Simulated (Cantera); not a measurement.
Input (Python, Cantera):

```python
import numpy as np
import cantera as ct

gas = ct.Solution("gri30.yaml")
gas.TPX = 1848, 47, {'C3H8': 0.72, 'H2': 1.6}
reactor = ct.IdealGasConstPressureReactor(gas, energy="off", clone=False)
net = ct.ReactorNet([reactor])
net.rtol, net.atol = 1e-08, 1e-18
show = ['C3H8', 'H2', 'C2H2', 'C2H', 'C2H4', 'CH2', 'C2H6']
times = np.geomspace(0.0001, 30, 11)

steps = ct.SolutionArray(gas, extra=["t"])
rows = []
print(f"{'t/s':>10s}{'T/K':>9s}{'P/Pa':>11s}" + "".join(f"{s:>11s}" for s in show))
for t in times:
    while net.time < t:
        t_next = net.step()
        steps.append(gas.state, t=t_next)
    rows.append([np.interp(t, steps.t, y) for y in (steps.T, steps.P, *steps(*show).X.T)])
    print(f"{t:10.3e}{rows[-1][0]:9.1f}{rows[-1][1]:11.4g}" + "".join(f"{x:11.3e}" for x in rows[-1][2:]))
rate = np.gradient(steps.T, steps.t)
print("integrator steps:", len(steps.t))
if steps.T.max() > steps.T[0] + 200:
    print(f"time of steepest temperature rise: {steps.t[rate.argmax()]:.4e} s")
gas.TPX = 1848, 47, {'C3H8': 0.72, 'H2': 1.6}
gas.equilibrate("TP")
print(f"equilibrium (TP): T = {gas.T:.1f} K  " + "  ".join(f"{s} {gas[s].X[0]:.3e}" for s in show))
```

Output:

```
       t/s      T/K       P/Pa       C3H8         H2       C2H2        C2H       C2H4        CH2       C2H6
 1.000e-04   1848.0         47  2.917e-01  6.801e-01  2.418e-07  1.324e-12  1.284e-03  1.062e-06  1.838e-04
 3.529e-04   1848.0         47  2.393e-01  6.551e-01  2.102e-05  5.361e-10  1.537e-02  3.292e-05  1.579e-03
 1.246e-03   1848.0         47  8.951e-02  5.680e-01  2.492e-03  2.665e-07  9.424e-02  1.955e-04  5.147e-03
 4.397e-03   1848.0         47  1.740e-04  5.418e-01  7.891e-02  2.033e-05  9.902e-02  1.643e-04  8.033e-04
 1.552e-02   1848.0         47  2.160e-07  6.106e-01  1.628e-01  1.763e-05  3.188e-02  5.679e-05  1.743e-04
 5.477e-02   1848.0         47  3.386e-08  6.514e-01  1.966e-01  1.165e-05  7.549e-03  2.469e-05  6.049e-05
 1.933e-01   1848.0         47  6.195e-09  6.837e-01  2.126e-01  8.878e-06  2.151e-03  1.307e-05  2.136e-05
 6.823e-01   1848.0         47  9.766e-10  7.155e-01  2.253e-01  8.665e-06  6.343e-04  8.380e-06  6.426e-06
 2.408e+00   1848.0         47  6.117e-11  7.418e-01  2.353e-01  1.115e-05  1.019e-04  5.778e-06  9.801e-07
 8.500e+00   1848.0         47  3.854e-13  7.514e-01  2.395e-01  2.183e-05  7.712e-06  3.400e-06  2.839e-08
 3.000e+01   1848.0         47  2.476e-17  7.445e-01  2.390e-01  5.578e-05  1.794e-06  6.288e-07  3.419e-11
integrator steps: 1646
equilibrium (TP): T = 1848.0 K  C3H8 9.689e-20  H2 7.403e-01  C2H2 2.384e-01  C2H 7.276e-05  C2H4 1.394e-06  CH2 1.145e-07  C2H6 4.915e-13
```

Computed with Cantera and GRI-Mech 3.0 (53 species, 325 reactions). GRI-Mech 3.0 was tuned for natural gas; its chemistry of propane as a main component is partial and can be far from experiment. GRI-Mech 3.0 stops at C3 and has no aromatics, soot or wall deposition, so with more carbon than oxygen in the feed, carbon stays in small species such as C2H2 where larger ones or solid carbon would form. Radical loss at walls, strong at low pressure, is not modelled.
